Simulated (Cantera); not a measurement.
An isothermal, constant-pressure homogeneous reactor starts with 44.6 % CH4, 38.8 % CO2, 16.5 % H2, at 1200 K and 7500 Torr.

Computed with Cantera and GRI-Mech 3.0 (53 species, 325 reactions).

x: mole fraction; the columns are a selection and need not sum to one.

| t (s) | x CH4 | x CO2 | x H2 | x CH2 | x CH3 |
|---|---|---|---|---|---|
| 0.000100 | 0.446 | 0.388 | 0.165 | <1e-12 | 5.83e-8 |
| 0.000374 | 0.446 | 0.388 | 0.165 | <1e-12 | [?] |
| 0.00140 | 0.446 | 0.388 | 0.165 | <1e-12 | 4.78e-7 |
| 0.00523 | 0.446 | 0.388 | 0.165 | <1e-12 | 5.23e-7 |
| 0.0196 | 0.446 | 0.388 | 0.165 | <1e-12 | 5.28e-7 |
| 0.0731 | 0.446 | 0.388 | 0.165 | <1e-12 | 5.46e-7 |
| 0.273 | 0.446 | 0.388 | 0.165 | <1e-12 | 5.88e-7 |
| 1.02 | 0.446 | 0.387 | 0.164 | <1e-12 | 6.47e-7 |
| 3.82 | 0.444 | 0.382 | 0.161 | <1e-12 | 7.67e-7 |
| 14.3 | 0.440 | 0.362 | 0.144 | <1e-12 | 1.03e-6 |
| 53.5 | 0.427 | [?] | [?] | <1e-12 | [?] |
| 200 | 0.394 | 0.239 | 0.0648 | <1e-12 | 1.78e-6 |

Q: Some entries are withheld; supply them.

A: 
- 0.000374, x CH3: 2.07e-7
- 53.5, x CO2: 0.299
- 53.5, x H2: 0.0930
- 53.5, x CH3: 1.35e-6
